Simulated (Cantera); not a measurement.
Input: 1 mol C3H6, 5.6 mol H2O, 81 mol H2, equilibrated at 16.0 Pa.

Method: chemical equilibrium by Gibbs-energy minimisation in Cantera with the NASA 1993 tables (ideal gas, pure condensed phases). Candidate condensed phases: C, C6H6, C7H8, C8H18, H2O; 110 gas species. Equilibrium is a limit: real reactors are often held back by kinetics, nucleation or transport. All values below are at 1077 °C.

Base state: H2 0.940, CO 0.0319, H2O 0.0276, CO2 0.000477, H 0.000183 (mole fractions); condensed: gas only.

Q: What changes in the equilibrium state with this change: H2O from 5.6 to 0.59 mol?

A: 
```tsv
species	before	after
H2	0.940	0.993
CO	0.0319	0.00693
H	0.000183	0.000188
H2O	0.0276	6.30e-9
CO2	0.000477	<1e-9
C(graphite), mol	0	2.41
```
